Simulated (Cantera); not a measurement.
A perfectly stirred reactor is fed with CO : H2 : O2 : N2 : CO2 = 1 : 0.044 : 0.373 : 1.4 : 0.13 (molar parts), at 0.230 bar; it is adiabatic with a 675 K inlet, and is followed from long to short residence time, starting on the burning branch (τ in s: 0.29, 0.12, 0.051, 0.021, 0.0089, 0.0037, 0.0016, 0.00065, 0.00027, 0.00011, 4.7e-05).

Detailed kinetics in Cantera: GRI-Mech 3.0 (53 species, 325 reactions).

Question: What does this change do: pressure from 0.230 bar to 15.0 bar?

Answer: 
| quantity | before | after |
|---|---|---|
| blow-out, bracketed by the residence times tried | burning at 0.650 ms, out at 0.270 ms | burning at 47.0 µs, the shortest tried |
| x(CO) at τ = 0.290 s | 0.147 | 0.119 |
| x(H2) at τ = 0.290 s | 0.00119 | 0.000914 |
| x(O2) at τ = 0.290 s | 0.0139 | 0.00122 |
| x(O) at τ = 0.290 s | 0.00301 | 0.000175 |
| x(NO2) at τ = 0.290 s | 2.67e-7 | 3.96e-7 |
| x(CO) at τ = 3.70 ms | 0.203 | 0.122 |
| x(H2) at τ = 3.70 ms | 0.00143 | 0.000935 |
| x(O2) at τ = 3.70 ms | 0.0398 | 0.00275 |
| x(O) at τ = 3.70 ms | 0.0243 | 0.000372 |
| x(NO2) at τ = 3.70 ms | 6.30e-9 | 7.68e-7 |
The hydrogen kinetics of GRI-Mech 3.0 are dated; newer H2 mechanisms differ, most at raised pressure. The pressure lies above the range GRI-Mech 3.0 was tuned for (to about 10 atm).

Question: What does this change do: pressure from 0.230 bar to 3.30 bar?

Answer: 
```
quantity                                                                        before                                   after
------------------------------------------------  ------------------------------------  --------------------------------------
blow-out, bracketed by the residence times tried  burning at 0.650 ms, out at 0.270 ms  burning at 47.0 µs, the shortest tried
x(CO) at τ = 0.290 s                                                             0.147                                   0.124
x(H2) at τ = 0.290 s                                                           0.00119                                0.000958
x(O2) at τ = 0.290 s                                                            0.0139                                 0.00332
x(O) at τ = 0.290 s                                                            0.00301                                0.000514
x(NO2) at τ = 0.290 s                                                          2.67e-7                                 4.84e-7
x(CO) at τ = 3.70 ms                                                             0.203                                   0.137
x(H2) at τ = 3.70 ms                                                           0.00143                                 0.00108
x(O2) at τ = 3.70 ms                                                            0.0398                                  0.0102
x(O) at τ = 3.70 ms                                                             0.0243                                 0.00182
x(NO2) at τ = 3.70 ms                                                          6.30e-9                                 7.03e-7
```
The hydrogen kinetics of GRI-Mech 3.0 are dated; newer H2 mechanisms differ, most at raised pressure.
